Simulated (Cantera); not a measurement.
A closed system holds: 1 mol Si, 0.52 mol O2, 3.3 mol N2, held at 1850 K and 1000 Pa.

Equilibrium computed with Cantera from the NASA thermochemical tables; the gas is ideal and each condensed phase is pure. Candidate condensed phases: Si, SiO2, Si2N2O, Si3N4; 16 gas species. The tables hold silica as quartz up to 1696 K and as liquid above; real silica turns to tridymite and cristobalite and melts near 1996 K. Rates play no part.

Base state: N2 0.775, SiO 0.225 (mole fractions); condensed: SiO2(condensed).

Question: What changes in the equilibrium state with this change: 0.22 mol CO2 added?

Answer: 
```tsv
species	before	after
N2	0.775	0.775
SiO	0.225	0.174
CO	0	0.0516
CO2	0	4.18e-5
SiO2(condensed), mol	0.0400	0.260
```
Further candidate phases: C, SiC.
